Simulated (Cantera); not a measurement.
Charge: 1 mol Si, 6.4 mol Cl2, at 575 °C and 1.70 Pa.

Method: chemical equilibrium by Gibbs-energy minimisation in Cantera with the NASA 1993 tables (ideal gas, pure condensed phases). Candidate condensed phases: Si; 9 gas species. Equilibrium is a limit: real reactors are often held back by kinetics, nucleation or transport.

Task: What is the equilibrium state?

Result: 
| Item | Result |
|---|---|
| x(Cl2) | 0.809 |
| x(SiCl4) | 0.185 |
| x(Cl) | 0.00586 |
| gas amount | 5.416 mol |
| log10 activity of Si(s) (absent) | -29.68 |
